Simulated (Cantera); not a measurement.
A freely propagating, adiabatic, planar premixed flame of H2 : O2 : N2 = 1 : 0.227 : 0.855 (molar parts), equivalence ratio 2.2, unburnt at 648 K and 1.00 atm; mixture-averaged transport, grid criteria slope 0.08 and curve 0.16, no radiation.

Cantera simulation using the H2/O2 subset of GRI-Mech 3.0, which has no nitrogen chemistry; the numbers are that mechanism's predictions, not measurements. Burning velocities carry a grid error of a few per cent, more on coarse grids.

**Question.** What does this change do: H2 1 to 1.3 parts?

**Answer.** 
| quantity | before | after |
|---|---|---|
| laminar burning velocity | 1010 cm/s | 929 cm/s |
| thermal thickness | 0.465 mm | 0.496 mm |
| peak x(O) | 0.00380 | 0.00211 |
| peak x(OH) | 0.00439 | 0.00185 |
| peak x(H2O2) | 5.10e-6 | 4.12e-6 |
| peak x(H) | 0.0959 | 0.0814 |

**Question.** What does this change do: N2 0.855 to 1.1 parts?

**Answer.** 
```
quantity                     before     after
------------------------  ---------  --------
laminar burning velocity  1010 cm/s  854 cm/s
thermal thickness          0.465 mm  0.484 mm
peak x(O)                   0.00380   0.00301
peak x(OH)                  0.00439   0.00299
peak x(H2O2)                5.10e-6   4.91e-6
peak x(H)                    0.0959    0.0794
```
